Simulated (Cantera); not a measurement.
## Adiabatic ignition

An adiabatic, constant-volume homogeneous reactor starts with CH₄ : H₂ : O₂ : N₂ = 1 : 0.19 : 4.11 : 15.4 (molar parts), equivalence ratio 0.51, at 1675 K and 7500 Torr.

Detailed kinetics in Cantera: GRI-Mech 3.0 (53 species, 325 reactions).

| t (s) | T (K) | P (bar) | x CH₄ | x H₂ | x O₂ | x CO | x C₂H | x C₂H₄ |
|---|---|---|---|---|---|---|---|---|
| 1.00e-6 | 1675 | 10.00 | 0.0483 | 0.00918 | 0.199 | 5.44e-9 | <1e-12 | 1.20e-9 |
| 2.70e-6 | 1675 | 10.00 | 0.0483 | 0.00917 | 0.199 | 1.58e-7 | <1e-12 | 5.53e-8 |
| 7.28e-6 | 1676 | 10.0 | 0.0478 | 0.00912 | 0.198 | 1.41e-5 | <1e-12 | 5.57e-6 |
| 1.96e-5 | 1937 | 11.7 | 0.0226 | 0.0143 | 0.170 | 0.0136 | 9.41e-8 | 0.00155 |
| 5.29e-5 | 2820 | 16.9 | <1e-12 | 0.00181 | 0.0937 | 0.00560 | <1e-12 | <1e-12 |
| 0.000143 | 2809 | 16.9 | <1e-12 | 0.00177 | 0.0909 | 0.00546 | <1e-12 | <1e-12 |
| 0.000385 | 2793 | 16.8 | <1e-12 | 0.00171 | 0.0869 | 0.00527 | <1e-12 | <1e-12 |
| 0.00104 | 2785 | 16.7 | <1e-12 | 0.00168 | 0.0847 | 0.00516 | <1e-12 | <1e-12 |
| 0.00280 | 2784 | 16.7 | <1e-12 | 0.00168 | 0.0845 | 0.00515 | <1e-12 | <1e-12 |
| 0.00756 | 2784 | 16.7 | <1e-12 | 0.00168 | 0.0845 | 0.00515 | <1e-12 | <1e-12 |
| 0.0204 | 2784 | 16.7 | <1e-12 | 0.00168 | 0.0845 | 0.00515 | <1e-12 | <1e-12 |
| 0.0550 | 2784 | 16.7 | <1e-12 | 0.00168 | 0.0845 | 0.00515 | <1e-12 | <1e-12 |
| 0.148 | 2784 | 16.7 | <1e-12 | 0.00168 | 0.0845 | 0.00515 | <1e-12 | <1e-12 |
| 0.400 | 2784 | 16.7 | <1e-12 | 0.00168 | 0.0845 | 0.00515 | <1e-12 | <1e-12 |
x: mole fraction; the columns are a selection and need not sum to one.

* **time of steepest temperature rise**: 20.5 µs
* **temperature at 0.400 s**: 2784 K
* **equilibrium temperature**: 2784 K
* **x(CH₄) at 0.400 s**: <1e-12 (gas-phase equilibrium <1e-12)
* **x(H₂) at 0.400 s**: 0.00168 (gas-phase equilibrium 0.00168)
* **x(O₂) at 0.400 s**: 0.0845 (gas-phase equilibrium 0.0845)
